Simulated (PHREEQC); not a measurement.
Consider water at 25 °C with 0.16 mol (CH3)4NF and 0.001 mol LiF per kg of water. Closed to the air; pH follows from the charge balance.

All values are PHREEQC results (ion-association model, wateq4f.dat), not measurements.

No solid was allowed to form.

Task: Predict the pH.

Result: pH 8.15.

Species that the database lacks are ignored. (CH3)4N+ isn't in the database: it is added as a free cation with an ion size of 4 Å.
